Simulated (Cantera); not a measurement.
A freely propagating, adiabatic, planar premixed flame of H₂ : O₂ : N₂ = 1 : 0.385 : 1.58 (molar parts), equivalence ratio 1.3, unburnt at 425 K and 1.01 bar; mixture-averaged transport, grid criteria slope 0.08 and curve 0.16, no radiation.

Model: the H2/O2 subset of GRI-Mech 3.0, which has no nitrogen chemistry, integrated in Cantera. Burning velocities carry a grid error of a few per cent, more on coarse grids.

**Question.** What does this change do: H2 1 to 1.3 parts?

**Answer.** 
| quantity | before | after |
|---|---|---|
| laminar burning velocity | 452 cm/s | 486 cm/s |
| thermal thickness | 0.395 mm | 0.383 mm |
| peak x(H) | 0.0659 | 0.0764 |
| peak x(O) | 0.00733 | 0.00450 |
| peak x(OH) | 0.0113 | 0.00592 |

**Question.** What does this change do: inlet temperature 425 to 575 K?

**Answer.** 
| quantity | before | after |
|---|---|---|
| laminar burning velocity | 452 cm/s | 744 cm/s |
| thermal thickness | 0.395 mm | 0.456 mm |
| peak x(H) | 0.0659 | 0.0751 |
| peak x(O) | 0.00733 | 0.00883 |
| peak x(OH) | 0.0113 | 0.0133 |
